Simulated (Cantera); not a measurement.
## SiHCl3 + H2 (silicon epitaxy and polysilicon growth)

Input: 1 mol SiHCl3, 480 mol H2, at 7.50 Torr.

Equilibrium computed with Cantera from the NASA thermochemical tables; the gas is ideal and each condensed phase is pure. Candidate condensed phases: Si; 19 gas species. Gases not in the tables: Si2H6 and higher silanes. Kinetics and transport are ignored.

| T (°C) | x H2 | x HCl | x H | x SiCl2 | x Si | x SiH2 | x SiH | n Si(s) | n Si(l) |
|---|---|---|---|---|---|---|---|---|---|
| 1225 | 0.994 | 0.00599 | 0.000171 | 0.000116 | 1.00e-6 | 1.45e-6 | 3.24e-7 | 0.943 | 0 |
| 1250 | 0.994 | 0.00599 | 0.000230 | 0.000118 | 1.80e-6 | 1.99e-6 | 5.25e-7 | 0.941 | 0 |
| 1275 | 0.994 | 0.00598 | 0.000307 | 0.000120 | 3.18e-6 | 2.71e-6 | 8.39e-7 | 0.938 | 0 |
| 1300 | 0.993 | 0.00598 | 0.000405 | 0.000122 | 5.50e-6 | 3.65e-6 | 1.32e-6 | 0.936 | 0 |
| 1325 | 0.993 | 0.00597 | 0.000531 | 0.000124 | 9.35e-6 | 4.86e-6 | 2.05e-6 | 0.932 | 0 |
| 1350 | 0.993 | 0.00596 | 0.000689 | 0.000125 | 1.56e-5 | 6.42e-6 | 3.13e-6 | 0.926 | 0 |
| 1375 | 0.993 | 0.00596 | 0.000887 | 0.000127 | 2.58e-5 | 8.42e-6 | 4.72e-6 | 0.918 | 0 |
| 1400 | 0.993 | 0.00595 | 0.00113 | 0.000129 | 4.18e-5 | 1.09e-5 | 7.04e-6 | 0.907 | 0 |
| 1425 | 0.992 | 0.00595 | 0.00144 | 0.000128 | 6.57e-5 | 1.39e-5 | 1.02e-5 | 0 | 0.891 |
x: gas mole fraction; n: condensed amount in mol.

From 1225 °C to 1400 °C the condensed part is Si(s). At 1425 °C the condensed part is Si(l). The main Si-bearing gas is SiCl2 throughout. The share of Si in condensed phases is highest at 1225 °C (94.3 %) and lowest at 1425 °C (89.1 %).
